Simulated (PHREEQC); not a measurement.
**Reverse-osmosis permeate: an equilibrium model**

A made-up water analysis in mg/kgw, 25 °C, pH 6.4, pe 9.1:

| constituent | mg/kgw |
|---|---|
| Na | 2.22 |
| K | 0.378 |
| Ca | 10.3 |
| Mg | 0.854 |
| Cl | 5.06 |
| S(6) as SO4 | 1.31 |
| Alkalinity as HCO3 | 32.2 |
| B | 0.00165 |
| Br | 0.164 |
| Cd | 0.024 |
| Si as SiO2 | 0.0356 |

Valence states are taken as typed.

Computed with PHREEQC (ion-association model, phreeqc.dat).

Precipitation was switched off in this run.

Problem. Estimate the charge-balance error.

Solution. charge-balance error -0.6 %.

Problem. In which forms is Cd present?

Solution. Cd+2 97 %, CdHCO3+ 1.4 %, CdCl+ 1.1 % of the Cd.

Complexes and solids missing from the database can't appear.
